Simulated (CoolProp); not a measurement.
Vapour pressure (MPa) of oxygen: the reference equation beside estimates from Tc = -118.6 °C, pc = 5.046 MPa, ω = 0.022.

Computed with CoolProp (reference Helmholtz-energy equation of state, Schmidt 1985).

| T (°C) | reference | Lee-Kesler | van der Waals | Soave-Redlich-Kwong | Peng-Robinson |
|---|---|---|---|---|---|
| -193.75 | 0.02775 | 0.02724 | 0.1678 | (withheld) | 0.02847 |
| -186.75 | (withheld) | 0.06599 | 0.2873 | 0.06499 | (withheld) |
| -179.75 | 0.1400 | 0.1388 | 0.4561 | 0.1376 | 0.1415 |
| -172.65 | 0.2648 | 0.2639 | 0.6859 | 0.2626 | 0.2666 |
| -165.65 | 0.4555 | 0.4553 | 0.9777 | 0.4549 | 0.4577 |
| -158.65 | 0.7320 | 0.7326 | 1.341 | 0.7354 | 0.7351 |
| -151.65 | 1.114 | 1.115 | 1.781 | 1.124 | 1.119 |
| -144.55 | 1.630 | 1.630 | 2.312 | 1.650 | 1.639 |

### Question
Complete the blanks.

### Answer

- -193.75, Soave-Redlich-Kwong: 0.02656
- -186.75, reference: 0.06692
- -186.75, Peng-Robinson: 0.06803

Absolute difference from the reference over all 8 rows, mean and median: Lee-Kesler 0.6 and 0.2 %, van der Waals 189.8 and 136.8 %, Soave-Redlich-Kwong 1.6 and 1.1 %, Peng-Robinson 1.0 and 0.6 %.
